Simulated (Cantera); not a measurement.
What does this Cantera script print?

```python
import numpy as np
import cantera as ct

gas = ct.Solution("gri30.yaml")
gas.TPX = 550, 1600000, {'CH4': 1, 'C2H6': 1.2, 'C3H8': 0.27, 'O2': 5.39, 'N2': 20.3}
inlet = ct.Reservoir(gas, clone=True)
gas.equilibrate("HP")  # start burning
reactor = ct.IdealGasConstPressureReactor(gas, energy="on", clone=False)
exhaust = ct.Reservoir(gas, clone=True)
tau = [0.044, 0.021, 0.01, 0.005, 0.0024, 0.0012, 0.00058, 0.00028, 0.00014, 6.6e-05, 3.2e-05][0]
for a, b in ((inlet, reactor), (reactor, exhaust)):
    ct.MassFlowController(a, b, mdot=lambda t: reactor.mass / tau)
net = ct.ReactorNet([reactor])
show = ['CH4', 'C2H6', 'C3H8', 'CO2', 'CH2']

rows = []
print(f"{'tau/s':>10s}{'T/K':>9s}" + "".join(f"{s:>11s}" for s in show))
for tau in [0.044, 0.021, 0.01, 0.005, 0.0024, 0.0012, 0.00058, 0.00028, 0.00014, 6.6e-05, 3.2e-05]:
    net.initial_time = 0.0
    net.advance(30 * tau)
    before = gas.X
    net.advance(40 * tau)
    drift = np.max(np.abs(gas.X - before) / (gas.X + 1e-9))
    rows.append([gas.T, *gas[show].X, drift])
    print(f"{tau:10.3e}{gas.T:9.1f}" + "".join(f"{x:11.3e}" for x in gas[show].X))
```

It prints:

```
     tau/s      T/K        CH4       C2H6       C3H8        CO2        CH2
 4.400e-02   2203.0  1.186e-04  1.319e-07  2.270e-08  4.947e-02  1.481e-07
 2.100e-02   2202.9  2.186e-04  2.810e-07  4.682e-08  4.956e-02  2.993e-07
 1.000e-02   2202.9  3.918e-04  6.083e-07  9.664e-08  4.972e-02  5.966e-07
 5.000e-03   2202.9  6.448e-04  1.263e-06  1.897e-07  4.997e-02  1.111e-06
 2.400e-03   2202.2  1.017e-03  2.735e-06  3.858e-07  5.032e-02  2.083e-06
 1.200e-03   2200.0  1.449e-03  5.607e-06  7.509e-07  5.064e-02  3.645e-06
 5.800e-04   2193.9  1.950e-03  1.173e-05  1.507e-06  5.072e-02  6.310e-06
 2.800e-04   2181.2  2.481e-03  2.443e-05  3.044e-06  5.023e-02  1.046e-05
 1.400e-04   2158.2  3.067e-03  5.027e-05  6.083e-06  4.880e-02  1.602e-05
 6.600e-05   2109.0  4.068e-03  1.225e-04  1.416e-05  4.528e-02  2.283e-05
 3.200e-05   1954.9  7.314e-03  5.323e-04  5.719e-05  3.474e-02  1.940e-05
```

Model: GRI-Mech 3.0 (53 species, 325 reactions), integrated in Cantera. The pressure lies above the range GRI-Mech 3.0 was tuned for (to about 10 atm).
